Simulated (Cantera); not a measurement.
A closed system holds: 1 mol SiH2Cl2, 1 mol N2.

Equilibrium computed with Cantera from the NASA thermochemical tables; the gas is ideal and each condensed phase is pure. Candidate condensed phases: NH4Cl, Si, Si3N4; 28 gas species. N2 is the only nitrogen source here; it is nearly inert below about 1500 K, so the nitride shown seldom forms there in practice. Mutual solubility and eutectic melting of coexisting phases are not modelled. The tables' values for SiCl3 are old estimates. Kinetics and transport are ignored.

### Question
What condenses at these points (T in K, P in Pa): (1623, 140); (1623, 710); (1848, 5); (1548, 26); (1848, 710); (1473, 710); (1548, 100000)?

### Answer
```
T (K)  P in Pa  condensed phases  Si condensed (%)
-----  -------  ----------------  ----------------
1623       140        Si + Si3N4              21.4
1623       710             Si3N4              31.7
1848         5          gas only               0.0
1548        26                Si              21.7
1848       710                Si              22.6
1473       710             Si3N4              55.3
1548    100000             Si3N4              69.5
```
